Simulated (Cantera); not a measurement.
Stirred combustor or abatement burner

A perfectly stirred reactor is fed with 21.0 % H2, 6.57 % O2, 72.4 % N2, equivalence ratio 1.6, at 0.355 atm; it is adiabatic with a 398 K inlet, and is followed from long to short residence time, starting on the burning branch (τ in s: 0.039, 0.02, 0.01, 0.0053, 0.0027, 0.0014, 0.00073, 0.00038, 0.00019, 0.0001, 5.1e-05).

Model: the H2/O2 subset of GRI-Mech 3.0, which has no nitrogen chemistry, integrated in Cantera.

| τ (s) | T (K) | x H2 | x O2 | x OH | x HO2 | x H2O2 | x O |
|---|---|---|---|---|---|---|---|
| 0.039 | 1373 | 0.0806 | 0.000183 | 0.000264 | 5.58e-8 | 2.52e-8 | 3.08e-5 |
| 0.020 | 1352 | 0.0793 | 0.000290 | 0.000333 | 9.08e-8 | 3.48e-8 | 5.55e-5 |
| 0.010 | 1324 | 0.0777 | 0.000483 | 0.000407 | 1.57e-7 | 4.66e-8 | 9.99e-5 |
| 0.0053 | 1291 | 0.0761 | 0.000799 | 0.000470 | 2.73e-7 | 5.83e-8 | 0.000167 |
| 0.0027 | 1247 | 0.0747 | 0.00144 | 0.000520 | 5.23e-7 | 7.07e-8 | 0.000284 |
| 0.0014 | 1194 | 0.0748 | 0.00274 | 0.000544 | 1.08e-6 | 8.37e-8 | 0.000468 |
| 0.00073 | 1129 | 0.0798 | 0.00584 | 0.000544 | 2.53e-6 | 1.05e-7 | 0.000737 |
| 0.00038 | 398 | 0.210 | 0.0657 | <1e-12 | <1e-12 | <1e-12 | <1e-12 |
| 0.00019 | 398 | 0.210 | 0.0657 | <1e-12 | <1e-12 | <1e-12 | <1e-12 |
| 0.00010 | 398 | 0.210 | 0.0657 | <1e-12 | <1e-12 | <1e-12 | <1e-12 |
| 5.1e-5 | 398 | 0.210 | 0.0657 | <1e-12 | <1e-12 | <1e-12 | <1e-12 |
x: mole fraction; the columns are a selection and need not sum to one.
